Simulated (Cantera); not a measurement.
Input: 1 mol Fe₃O₄, 4.6 mol H₂, 0.6 mol H₂O, equilibrated at 750 Torr.

Equilibrium computed with Cantera from the NASA thermochemical tables; the gas is ideal and each condensed phase is pure. Candidate condensed phases: Fe, FeO, Fe(OH)₂, Fe(OH)₃, Fe₂O₃, Fe₃O₄, H₂O; 12 gas species. Each liquid is taken as pure. Mutual solubility and eutectic melting of coexisting phases are not modelled. The tables' stoichiometric FeO is somewhat more stable than real wüstite, so its field is too wide. FeO: taken at fixed stoichiometry. Equilibrium is a limit: real reactors are often held back by kinetics, nucleation or transport.

Task: Which condensed phases are stable at each of these points (T (K)): 1600, 1650, 1700, 1750, 1800, 1850, 1900, 1950, 2000?

Result: 
```tsv
T (K)	condensed phases	Fe condensed (%)
1600	Fe(γ) + FeO(s)	100.0
1650	Fe(γ) + FeO(l)	100.0
1700	Fe(δ) + FeO(l)	100.0
1750	Fe(δ) + FeO(l)	100.0
1800	Fe(δ) + FeO(l)	100.0
1850	Fe(l) + FeO(l)	100.0
1900	Fe(l) + FeO(l)	100.0
1950	Fe(l) + FeO(l)	99.9
2000	Fe(l) + FeO(l)	99.9
```

At 1600 K the condensed part is Fe(γ) + FeO(s). At 1650 K the condensed part is Fe(γ) + FeO(l). From 1700 K to 1800 K the condensed part is Fe(δ) + FeO(l). From 1850 K to 2000 K the condensed part is Fe(l) + FeO(l).
